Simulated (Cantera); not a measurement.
A closed system holds: 1 mol SiH2Cl2, a varied amount of NH3, at 1823 K and 71.0 mbar.

These are equilibrium values from Cantera (NASA tables, ideal gas, pure condensed phases), not measurements of a reactor. Candidate condensed phases: NH4Cl, Si, Si3N4; 28 gas species. Mutual solubility and eutectic melting of coexisting phases are not modelled. Gases not in the tables: Si2H6 and higher silanes. The numbers say what is thermodynamically allowed, not how fast it happens.

Question: What share of the Si ends up in condensed phases as a function of n(NH3) (mol), at 1.9, 3, 4.7, 7.3, 11, 18, 27?

Answer: 
```
n(NH3) (mol)  Si condensed (%)                as
------------  ----------------  ----------------
1.9                       41.2             Si(l)
3                         47.0  Si(l) + Si3N4(s)
4.7                       53.6          Si3N4(s)
7.3                       61.7          Si3N4(s)
11                        69.0          Si3N4(s)
18                        76.8          Si3N4(s)
27                        82.2          Si3N4(s)
```
